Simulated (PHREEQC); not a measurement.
PHREEQC input (ion-association model, phreeqc.dat):

```
SOLUTION 1
  temp 25
  units mol/kgw
  pH 7 charge
END
SELECTED_OUTPUT 1
  -reset false
  -pH true
  -pe true
  -ionic_strength true
  -water true
  -totals Hdg Ntg
  -molalities H+ OH-
USER_PUNCH 1
  -headings p_Hdg(g) phi_Hdg(g) p_Ntg(g) phi_Ntg(g) p_H2O(g) phi_H2O(g) density
  10 PUNCH PR_P("Hdg(g)"), PR_PHI("Hdg(g)"), PR_P("Ntg(g)"), PR_PHI("Ntg(g)"), PR_P("H2O(g)"), PR_PHI("H2O(g)"), RHO
PRINT
  -reset false
USE solution 1
REACTION_TEMPERATURE 1
  100
GAS_PHASE 1
  -fixed_pressure
  -pressure 2
  -temperature 100
  -volume 20
  Hdg(g) 1.56
  Ntg(g) 0.44
  H2O(g) 0
END
# ... the last block is repeated for the other 12 points of P (atm)
```

Selected output (columns that matter, 13 of 13 rows; P (atm) added in front):

```
P (atm)	pH	mu	Hdg	Ntg	m_H+	m_OH-	p_Hdg(g)	phi_Hdg(g)	p_Ntg(g)	phi_Ntg(g)	p_H2O(g)	phi_H2O(g)	density
2	6.119	7.6127e-07	0.00061819	0.00010083	7.6127e-07	7.6127e-07	0.7775	1.0037	0.21935	1.0043	1.0031	0.98605	0.95838
5	6.1185	7.6218e-07	0.0024626	0.00040149	7.6218e-07	7.6218e-07	3.1094	1.0026	0.87736	1.0027	1.0132	0.97799	0.95848
10	6.1176	7.637e-07	0.0055206	0.0008993	7.637e-07	7.637e-07	6.9979	1.0033	1.9747	1.0027	1.0275	0.96736	0.95865
20	6.1159	7.6676e-07	0.011578	0.0018829	7.6676e-07	7.6676e-07	14.775	1.0059	4.1694	1.0038	1.0551	0.9477	0.95898
30	6.1141	7.6985e-07	0.017557	0.0028508	7.6985e-07	7.6985e-07	22.553	1.0088	6.3642	1.0053	1.0827	0.92908	0.95932
40	6.1124	7.7295e-07	0.023462	0.0038037	7.7295e-07	7.7295e-07	30.331	1.0117	8.5589	1.0069	1.1105	0.91128	0.95965
50	6.1106	7.7608e-07	0.029292	0.0047422	7.7608e-07	7.7608e-07	38.108	1.0147	10.754	1.0088	1.1385	0.89425	0.95998
75	6.1062	7.8399e-07	0.043552	0.0070287	7.8399e-07	7.8399e-07	57.551	1.0226	16.24	1.014	1.2091	0.85469	0.96082
100	6.1018	7.9204e-07	0.05738	0.0092357	7.9204e-07	7.9204e-07	76.993	1.0307	21.727	1.02	1.2808	0.81905	0.96165
150	6.0928	8.0854e-07	0.083818	0.013437	8.0854e-07	8.0854e-07	115.88	1.048	32.699	1.0344	1.4262	0.75778	0.9633
200	6.0838	8.256e-07	0.10875	0.017393	8.256e-07	8.256e-07	154.76	1.0665	43.67	1.0516	1.5736	0.70749	0.96495
300	6.0653	8.6139e-07	0.15455	0.024696	8.6139e-07	8.6139e-07	232.52	1.1066	65.613	1.0936	1.8704	0.63145	0.96823
400	6.0466	8.9947e-07	0.19558	0.031348	8.9947e-07	8.9947e-07	310.28	1.151	87.556	1.1447	2.1648	0.57853	0.97149
```

Complexes and solids missing from the database can't appear. Away from 25 °C the constants follow the database's enthalpies or fits; those with neither stay at their 25 °C values.
